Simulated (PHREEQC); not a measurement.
Solution (34 °C): 0.16 mmol/kgw NH4HSO4, 0.64 mmol/kgw Na2HPO4 and 11 mmol/kgw KCl. Closed to the air; pH follows from the charge balance.

The numbers come from PHREEQC with the ion-association model, wateq4f.dat.

```
Item                       Value
----------------  --------------
pH                          7.49
ionic strength    0.0130 mol/kgw
total alkalinity    0.480 meq/kg
```

```csv
species,molality,activity,log γ
Cl-,0.0110,0.00976,-0.052
K+,0.0110,0.00974,-0.052
Na+,0.00128,0.00114,-0.050
HPO4-2,0.000468,0.000296,-0.199
H2PO4-,0.000165,0.000147,-0.049
NH4+,0.000155,0.000138,-0.051
SO4-2,0.000151,9.51e-5,-0.200
KSO4-,8.50e-6,7.59e-6,-0.049
KHPO4-,6.29e-6,5.62e-6,-0.049
NH3,4.48e-6,4.48e-6,0.000
```

This is a speciation only: nothing precipitates in the calculation. Complexes and solids missing from the database can't appear. H3PO4, which wateq4f.dat lacks, is added to it with the constant of phreeqc.dat.
